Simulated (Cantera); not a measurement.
A closed system holds: 1 mol BN, 250 mol H2, 54 mol N2, 15 mol O2, held at 925 °C and 323 Torr.

These are equilibrium values from Cantera (NASA tables, ideal gas, pure condensed phases), not measurements of a reactor. Candidate condensed phases: B, BN, B2O3, B3O3H3, H2O; 39 gas species. Gases not in the tables: H3BO3. Kinetics and transport are ignored.

Base state: H2 0.727, N2 0.179, H2O 0.0931, HBO2 0.000376, (HBO2)3 0.000219, NH3 2.18e-5 (mole fractions); condensed: B2O3(l).

Question: What changes in the equilibrium state with this change: temperature from 925 °C to 1027 °C?

Answer: 
```tsv
species	before	after
H2	0.727	0.727
N2	0.179	0.179
H2O	0.0931	0.0926
HBO2	0.000376	0.00143
NH3	2.18e-5	1.40e-5
(HBO2)3	0.000219	0.000152
B2O3(l), mol	0.343	0.212
```
